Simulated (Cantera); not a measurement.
# Ammonia decomposition in nitride growth gas

An isothermal, constant-pressure homogeneous reactor starts with 88.5 % NH3, 11.5 % N2, at 1575 K and 1.00 bar.

Computed with Cantera and the gas-phase N/H chemistry of the illustrative SiF4/NH3 mechanism in the Surface Chemkin manual (1991). Walls and surfaces, which speed up NH3 decomposition in real reactors, are not modelled.

```tsv
t (s)	x NH3	x N2	x H	x NH2	x H2
3.00e-6	0.885	0.115	3.47e-9	1.49e-7	7.26e-8
1.05e-5	0.885	0.115	3.47e-9	5.31e-7	2.64e-7
3.70e-5	0.885	0.115	3.48e-9	1.87e-6	9.35e-7
0.000130	0.885	0.115	3.51e-9	6.57e-6	3.31e-6
0.000456	0.885	0.115	4.05e-9	2.27e-5	1.23e-5
0.00160	0.885	0.115	9.37e-9	6.43e-5	6.86e-5
0.00562	0.884	0.115	2.66e-8	8.15e-5	0.000432
0.0197	0.883	0.115	7.94e-8	8.13e-5	0.00177
0.0693	0.877	0.117	2.63e-7	8.04e-5	0.00645
0.243	0.857	0.121	8.82e-7	7.81e-5	0.0224
0.854	0.793	0.134	2.86e-6	7.24e-5	0.0731
3.00	0.629	0.167	8.22e-6	5.94e-5	0.203
```
x: mole fraction; the columns are a selection and need not sum to one.

Equilibrium at this temperature and pressure: NH3 1.58e-5, N2 0.296, H 3.51e-5, NH2 1.85e-9, H2 0.704 (gas phase only).
